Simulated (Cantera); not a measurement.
What does this Cantera script print?

```python
import numpy as np
import cantera as ct

gas_names = """
    C CH CH2 CH3 CH2OH CH3O CH4 CH3OH CO CO2 COOH C2 C2H CHCO,ketyl C2H2,acetylene C2H2,vinylidene
    CH2CO,ketene C2H3,vinyl CH3CO,acetyl C2H4 C2H4O,ethylen CH3CHO,ethanal CH3COOH (HCOOH)2 C2H5 C2H6
    CH3OCH3 C2H5OH C2O C3 C3H3,propargyl C3H4,allene C3H4,propyne C3H4,cyclo- C3H5,allyl C3H6,propylene
    C3H6,cyclo- C3H6O C3H7,n-propyl C3H7,i-propyl C3H8 C3H8O,1propanol C3H8O,2propanol C3O2 C4 C4H2
    C4H4,1,3-cyclo- C4H6,butadiene C4H6,2-butyne C4H6,cyclo- C4H8,1-butene C4H8,cis2-buten
    C4H8,tr2-butene C4H8,isobutene C4H8,cyclo- (CH3COOH)2 C4H9,n-butyl C4H9,i-butyl C4H9,s-butyl
    C4H9,t-butyl C4H10,isobutane C4H10,n-butane C5 C5H6,1,3cyclo- C5H8,cyclo- C5H10,1-pentene
    C5H10,cyclo- C5H11,pentyl C5H11,t-pentyl C5H12,n-pentane C5H12,i-pentane CH3C(CH3)2CH3 C6H2
    C6H5,phenyl C6H5O,phenoxy C6H6 C6H5OH,phenol C6H10,cyclo- C6H12,1-hexene C6H12,cyclo- C6H13,n-hexyl
    C7H7,benzyl C7H8 C7H8O,cresol C7H14,1-heptene C7H15,n-heptyl C7H16,n-heptane C8H8,styrene
    C8H10,ethylbenz C8H16,1-octene C8H17,n-octyl C8H18,isooctane C8H18,n-octane C9H19,n-nonyl
    C10H8,naphthale C10H21,n-decyl C12H9,o-bipheny C12H10,bipheny Cu CuO Cu2 H HCO HO2 H2
    HCHO,formaldehy HCOOH H2O H2O2 O OH O2 O3
""".split()
cond_names = """
    C(gr) C6H6(L) C7H8(L) C8H18(L),n-octa Cu(cr) Cu(L) CuO(s) CuO2H2(s) Cu2O(s) Cu2O(L) H2O(s) H2O(L)
""".split()


def load(file, names, dense=False):
    # The tables refer to 1 bar. Condensed volumes are neglected.
    table = {s.name: s for s in ct.Species.list_from_file(file)}
    out = []
    for n in names:
        d = dict(table[n].input_data)
        d["thermo"] = dict(d["thermo"], **{"reference-pressure": 1e5})
        if dense:
            d["equation-of-state"] = {"model": "constant-volume", "density": "1e6 g/cm^3"}
        out.append(ct.Species.from_dict(d))
    return out


gas = ct.Solution(thermo="ideal-gas", species=load("nasa_gas.yaml", gas_names))
cond = {s.name: ct.Solution(thermo="fixed-stoichiometry", species=[s], name=s.name)
        for s in load("nasa_condensed.yaml", cond_names, dense=True)}
atoms = {
    'CuO': {'Cu': 1, 'O': 1},
    'CO': {'C': 1, 'O': 1},
    'H2': {'H': 2},
}
top_T = {'C(gr)': 4500, 'CuO(s)': 1390}  # K; cautious upper limits of use, not melting points


def equilibrate(T, P, feed):
    n = {}
    for name, mol in feed.items():
        for a, k in atoms[name].items():
            n[a] = n.get(a, 0.0) + k * mol
    gas.TPX = T, P, n
    mass = sum(n.values()) * gas.mean_molecular_weight
    gas.equilibrate("TP")
    valid = [c for c in cond.values() if c.min_temp <= T <= top_T.get(c.name, c.max_temp)]
    mix = ct.Mixture([(gas, mass / gas.mean_molecular_weight)] + [(c, 0.0) for c in valid])
    mix.T, mix.P = T, P
    mix.equilibrate("TP", solver="vcs", rtol=1e-11, max_steps=5000)
    return mix


results = []
feed = {'CuO': 1, 'CO': 5.9, 'H2': 13}  # mol
P = 101325  # Pa
for T in [873, 948, 1023, 1098, 1173, 1248, 1323]:
    mix = equilibrate(T, P, feed)
    results.append((T, P, feed, dict(zip(mix.species_names, mix.species_moles))))

top = {s: max(r[3][s] / sum(r[3][g] for g in gas_names) for r in results) for s in gas_names}
cols = sorted((s for s in top if top[s] > 0.0001), key=lambda s: -top[s])[:8]
seen = [c for c in cond_names if any(r[3].get(c, 0) > 1e-12 for r in results)]
print("log10 of partial pressures in bar; condensed amounts in mol")
print(f"{'T/K':>10s}" + "".join(f"{s[:9]:>10s}" for s in cols + seen))
for T, P, feed, n in results:
    ng = sum(n[g] for g in gas_names)
    print(f"{T:10.4g}" + "".join(f"{np.log10(max(n[s] / ng * P / 1e5, 1e-99)):10.3f}" for s in cols)
          + "".join(f"{n.get(c, 0):10.4g}" for c in seen))
```

Output:

```
log10 of partial pressures in bar; condensed amounts in mol
       T/K        H2        CO       H2O       CH4       CO2     C(gr)    Cu(cr)
       873    -0.298    -1.027    -0.696    -0.943    -1.000      1.61         1
       948    -0.231    -0.715    -0.960    -1.228    -1.187    0.8429         1
      1023    -0.202    -0.559    -1.278    -1.575    -1.519         0         1
      1098    -0.186    -0.530    -1.377    -2.186    -1.724         0         1
      1173    -0.183    -0.521    -1.392    -2.841    -1.834         0         1
      1248    -0.184    -0.517    -1.381    -3.454    -1.907         0         1
      1323    -0.184    -0.515    -1.367    -4.004    -1.966         0         1
```

Method: chemical equilibrium by Gibbs-energy minimisation in Cantera with the NASA 1993 tables (ideal gas, pure condensed phases).
